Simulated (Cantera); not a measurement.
Charge: 1 mol NaCl, 10 mol H2, equilibrated at 1652 °C.

Equilibrium computed with Cantera from the NASA thermochemical tables; the gas is ideal and each condensed phase is pure. Candidate condensed phases: Na, NaCl; 10 gas species. Kinetics and transport are ignored.

log p: log10 of the partial pressure in bar; nothing condenses.

| P (Pa) | log p H2 | log p H | log p NaCl | log p Na | log p HCl | log p Cl | log p Na2Cl2 |
|---|---|---|---|---|---|---|---|
| 0.100 | -6.48 | -6.26 | -8.56 | -7.23 | -7.58 | -7.48 | <-18 |
| 1.60 | -4.97 | -5.51 | -6.59 | -6.00 | -6.09 | -6.74 | … |
| 25 | -3.69 | -4.87 | -5.02 | -4.92 | -4.95 | -6.24 | … |
| 400 | -2.46 | -4.25 | -3.62 | -3.93 | -3.93 | -5.85 | … |
| 6300 | -1.25 | -3.65 | -2.33 | -2.98 | -2.98 | -5.50 | … |
| 100000 | -0.05 | -3.04 | -1.09 | -2.06 | -2.06 | -5.18 | … |

### Question
Some entries are withheld; supply them.

### Answer

- 1.60, log p Na2Cl2: -14.29
- 25, log p Na2Cl2: -11.14
- 400, log p Na2Cl2: -8.36
- 6300, log p Na2Cl2: -5.78
- 100000, log p Na2Cl2: -3.29
